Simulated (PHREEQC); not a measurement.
0.046 g of hydrous ferric oxide (600 m²/g; 0.2 weak and 0.005 strong sites per Fe, Dzombak-Morel constants, diffuse double layer) in 1 kg of water with 0.1 mol/kgw of an inert sodium salt and 0.0001 mol/kgw Na2SeO4, 9.6e-05 mol/kgw H3BO3 and 7.3e-06 mol/kgw NaH2PO4, at 25 °C; the pH is set by adding NaOH or the inert anion's acid. Oxygen alone is held at its pressure in air (log pO2 = -0.68). No CO2 enters from the air. Precipitation was switched off in this run.

The series has 17 steps of pH, from 3 to 9.

Equilibrium calculation in PHREEQC: ion-association model, wateq4f.dat.

Question: Near which pH is half of the P sorbed, and on which side is more sorbed?

Answer: Near pH 8.6, with more sorbed at lower pH.

Complexes and solids missing from the database can't appear. H3PO4, which wateq4f.dat lacks, is added to it with the constant of phreeqc.dat. The oxide is taken as insoluble; below pH 4 it would dissolve.
